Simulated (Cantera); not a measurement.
A closed system holds: 1 mol Al, 6.8 mol CO, 94 mol N2, held at 600 K and 240 Pa.

Method: chemical equilibrium by Gibbs-energy minimisation in Cantera with the NASA 1993 tables (ideal gas, pure condensed phases). Candidate condensed phases: Al, AlN, Al2O3, C; 32 gas species. Equilibrium is a limit: real reactors are often held back by kinetics, nucleation or transport.

Base state: N2 0.971, CO2 0.0252, CO 0.00427 (mole fractions); condensed: Al2O3(s) + C(graphite).

Problem. What changes in the equilibrium state with this change: temperature from 600 K to 673 K?

Solution. 
| species | before | after |
|---|---|---|
| N2 | 0.971 | 0.962 |
| CO | 0.00427 | 0.0223 |
| CO2 | 0.0252 | 0.0159 |
| Al2O3(s), mol | 0.500 | 0.500 |
| C(graphite), mol | 3.94 | 3.06 |

Problem. What changes in the equilibrium state with this change: temperature from 600 K to 973.15 K?

Solution. 
```csv
species,before,after
N2,0.971,0.947
CO,0.00427,0.0534
CO2,0.0252,6.83e-6
"Al2O3(s), mol",0.500,0.500
"C(graphite), mol",3.94,1.50
```

Problem. What changes in the equilibrium state with this change: temperature from 600 K to 1900 K?

Solution. 
```tsv
species	before	after
N2	0.971	0.923
CO	0.00427	0.0668
Al	<1e-9	0.00981
CO2	0.0252	<1e-9
Al2O3(s), mol	0.500	0
C(graphite), mol	3.94	0
```
